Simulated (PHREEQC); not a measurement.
Consider water at 80 °C with 17 mmol/kgw Pb(NO3)2. Closed to the air; pH follows from the charge balance.

The numbers come from PHREEQC with the ion-association model, wateq4f.dat.

Each row changes one thing in this solution. No solid was allowed to form.

| case | pH | ionic strength (mol/kgw) | NO3- (mol/kgw) | Pb+2 (mol/kgw) | PbNO3+ (mol/kgw) | PbOH+ (mol/kgw) | SI of Pb(OH)2 (Pb(OH)2) | SI of Litharge (PbO) |
|---|---|---|---|---|---|---|---|---|
| as made | 4.83 | 0.0455 | 0.0312 | 0.0142 | 0.00275 | 9.93e-6 | +0.89 | -3.40 |
| Pb(NO3)2 from 0.017 to 0.0255 mol/kgw | 4.73 | 0.0663 | 0.0459 | 0.0204 | 0.00510 | 1.02e-5 | +0.79 | -3.51 |
| 0.00018 mol/kgw Al2(SO4)3 added | 3.70 | 0.0465 | 0.0313 | 0.0140 | 0.00269 | 7.22e-7 | -1.38 | -5.67 |
| Pb(NO3)2 from 0.017 to 0.17 mol/kgw | 4.17 | ___ | 0.263 | 0.0927 | 0.0771 | 9.35e-6 | +0.15 | -4.15 |
| Pb(NO3)2 from 0.017 to 0.0187 mol/kgw | 4.81 | 0.0497 | 0.0342 | 0.0155 | 0.00319 | 1.00e-5 | +0.87 | -3.43 |
| Pb(NO3)2 from 0.017 to 0.0034 mol/kgw | ___ | 0.00980 | ___ | 0.00319 | 0.000197 | ___ | +1.10 | -3.20 |

What belongs in the gaps?


- Pb(NO3)2 from 0.017 to 0.17 mol/kgw, ionic strength (mol/kgw): 0.356
- Pb(NO3)2 from 0.017 to 0.0034 mol/kgw, pH: 5.17
- Pb(NO3)2 from 0.017 to 0.0034 mol/kgw, NO3- (mol/kgw): 0.00660
- Pb(NO3)2 from 0.017 to 0.0034 mol/kgw, PbOH+ (mol/kgw): 6.59e-6

Some of these states are supersaturated (in Pb(OH)2, Anglesite, Boehmite (slow to form), for instance). Constants without temperature data keep their 25 °C values here.
